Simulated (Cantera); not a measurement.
## Premixed flame

A freely propagating, adiabatic, planar premixed flame of 50.2 % H2, 10.4 % O2, 39.3 % N2, equivalence ratio 2.4, unburnt at 700 K and 2.00 bar; multicomponent transport, grid criteria slope 0.08 and curve 0.16, no radiation.

Detailed kinetics in Cantera: the H2/O2 subset of GRI-Mech 3.0, which has no nitrogen chemistry. Burning velocities carry a grid error of a few per cent, more on coarse grids.

```
z (mm)   T (K)  u (m/s)   x H2      x O2   x H2O2       x H       x O     x HO2
-------  -----  -------  -----  --------  -------  --------  --------  --------
-0.619     700     11.7  0.502     0.104    <1e-8     <1e-8     <1e-8     <1e-8
-0.413     700     11.7  0.502     0.104    <1e-8     <1e-8     <1e-8     <1e-8
-0.309     700     11.7  0.502     0.104    <1e-8     <1e-8     <1e-8   2.65e-8
-0.206     700     11.7  0.502     0.104    <1e-8   7.93e-7   1.49e-8   4.11e-6
-0.103     736     12.2  0.498     0.104  4.09e-6  0.000697   2.40e-5  0.000314
-0.0516    953     15.6  0.468    0.0954  6.95e-6    0.0105  0.000426  0.000206
0         1325     21.1  0.376    0.0584  2.28e-6    0.0477   0.00247   9.44e-5
0.0516    1578     24.8  0.297    0.0157  9.64e-7    0.0778   0.00215   2.50e-5
0.103     1689     26.4  0.279   0.00311  5.45e-7    0.0802   0.00109   4.77e-6
0.206     1796     27.8  0.282  0.000367  3.35e-7    0.0696  0.000691   5.88e-7
0.413     1904     29.3  0.292  0.000164  1.97e-7    0.0546  0.000483   2.88e-7
0.825     2008     30.6  0.302   9.39e-5  1.04e-7    0.0396  0.000287   1.77e-7
1.65      2096     31.8  0.310   4.60e-5  5.17e-8    0.0267  0.000143   9.53e-8
```
x: mole fraction of selected species; z is measured from the peak of heat release.

```json
{
 "laminar_burning_velocity": "1170 cm/s",
 "thermal_thickness": "0.206 mm",
 "peak x(H2O2)": "7.67e-6",
 "peak x(H)": "0.0811",
 "peak x(O)": "0.00280",
 "peak x(HO2)": "0.000321"
}
```
